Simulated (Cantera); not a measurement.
## Fe₃O₄ + CH₄ + H₂ + C (carbothermic reduction)

A closed system holds: 1 mol Fe₃O₄, a varied amount of CH₄, 19 mol H₂, 0.6 mol C, held at 1748.15 K and 7.80 mbar.

Equilibrium computed with Cantera from the NASA thermochemical tables; the gas is ideal and each condensed phase is pure. Candidate condensed phases: C, C₆H₆, C₇H₈, C₈H₁₈, Fe, Fe(CO)₅, FeO, Fe(OH)₂, Fe(OH)₃, Fe₂O₃, Fe₃O₄, H₂O; 114 gas species. Iron dissolves carbon and melts from about 1420 K in contact with it, which pure phases cannot show. Condensed phases not in the tables: cementite and carbon dissolved in iron. Kinetics and transport are ignored.

From 0.54 mol CH₄ to 3.1 mol CH₄ the condensed part is Fe(δ). At 4.3 mol CH₄ the condensed part is C(graphite) + Fe(δ). The main Fe-bearing gas is Fe throughout.

```tsv
n(CH₄) (mol)	log p H₂	log p H₂O	log p CO	log p H	log p CO₂	n Fe(δ)	n C(graphite)
0.54	-2.20	-2.99	-3.40	-4.74	-4.74	2.96	0
0.76	-2.20	-3.04	-3.33	-4.74	-4.73	2.96	0
1.1	-2.19	-3.12	-3.25	-4.74	-4.74	2.96	0
1.5	-2.19	-3.22	-3.18	-4.73	-4.77	2.96	0
2.2	-2.18	-3.46	-3.09	-4.73	-4.93	2.95	0
3.1	-2.17	-4.11	-3.00	-4.73	-5.50	2.95	0
4.3	-2.17	-8.61	-3.01	-4.72	-10.00	2.94	0.894
```
log p: log10 of the partial pressure in bar; n: condensed amount in mol.
